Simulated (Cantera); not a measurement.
An isothermal, constant-pressure homogeneous reactor starts with NO : N2 = 1 : 1.5 (molar parts), at 1575 K and 0.132 atm.

Detailed kinetics in Cantera: GRI-Mech 3.0 (53 species, 325 reactions).

x: mole fraction; the columns are a selection and need not sum to one.

```
t (s)      x NO     x NO2    x N2O      x O2      x O
--------  -----  --------  -------  --------  -------
0.000400  0.400   4.51e-8  1.97e-7  2.02e-10      ___
0.00104   0.400   2.39e-7  5.12e-7   1.16e-9      ___
0.00273   0.400   9.83e-7  1.33e-6   6.08e-9      ___
0.00711   0.400   3.14e-6  3.40e-6   3.29e-8      ___
0.0186    0.400   8.93e-6  8.43e-6   2.24e-7      ___
0.0485    0.400   2.38e-5  1.94e-5   2.03e-6      ___
0.126     0.400   4.98e-5  3.72e-5   1.88e-5      ___
0.330     0.400   6.45e-5  5.18e-5  0.000106  1.75e-6
0.862     0.399   6.89e-5  5.44e-5  0.000368  1.85e-6
2.25      0.398   7.64e-5  5.40e-5   0.00106      ___
5.87      0.394   9.31e-5  5.29e-5   0.00284      ___
15.3      0.385  0.000125  5.02e-5   0.00737      ___
40.0      0.363  0.000173  4.42e-5    0.0184      ___
```

**Question.** Fill in the missing entries.

**Answer.** 
- 0.000400, x O: 1.52e-7
- 0.00104, x O: 2.78e-7
- 0.00273, x O: 3.72e-7
- 0.00711, x O: 4.37e-7
- 0.0186, x O: 5.83e-7
- 0.0485, x O: 9.23e-7
- 0.126, x O: 1.45e-6
- 2.25, x O: 2.01e-6
- 5.87, x O: 2.39e-6
- 15.3, x O: 3.13e-6
- 40.0, x O: 4.43e-6
